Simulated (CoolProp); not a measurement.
Vapour-liquid equilibrium of R245fa (1) + n-pentane (2) at 129 kPa; x and y are mole fractions of (1).

Model: multi-fluid Helmholtz-energy mixture model, Akasaka 2015 and Thol 2019; pair parameters Bell 2016, in CoolProp.

Q: Give the bubble temperature and the first vapour's composition at x = 0.2, 0.5, 0.95. Is there an azeotrope?

A: x = 0.2: 18.1 °C, y = 0.634; x = 0.5: 16.1 °C, y = 0.675; x = 0.95: 18.8 °C, y = 0.874. y crosses x between x = 0.65 and 0.8: the model has an azeotrope there.

Pair parameters are fitted to limited data, so mixtures are less certain than the pure fluids. With so large a gap from Raoult's law the liquid may split in two, which this calculation doesn't test in full.
